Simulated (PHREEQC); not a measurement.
Solution (25 °C): 5.3 mmol/kgw MgCl2 and 0.067 mmol/kgw Na2HPO4. Closed to the air; pH follows from the charge balance.

All values are PHREEQC results (ion-association model, wateq4f.dat), not measurements.

| quantity | before | after |
|---|---|---|
| pH | 7.70 | 8.49 |
| ionic strength (mol/kgw) | 0.0159 | 0.000198 |
| HPO4-2 (mol/kgw) | 2.29e-5 | 6.38e-5 |
| H2PO4- (mol/kgw) | 5.15e-6 | 3.16e-6 |
| NaHPO4- (mol/kgw) | 3.65e-9 | 1.56e-8 |
| PO4-3 (mol/kgw) | 9.47e-10 | 9.66e-9 |

Problem. Which change was made?
(A) MgCl2 from 0.0053 to 0.00265 mol/kgw
(B) temperature from 25 to 5 °C
(C) MgCl2 left out
(D) diluted 2-fold with water
(E) Na2HPO4 from 6.7e-05 to 0.000101 mol/kgw

Solution. C, MgCl2 left out

No solid was allowed to form. H3PO4, which wateq4f.dat lacks, is added to it with the constant of phreeqc.dat.
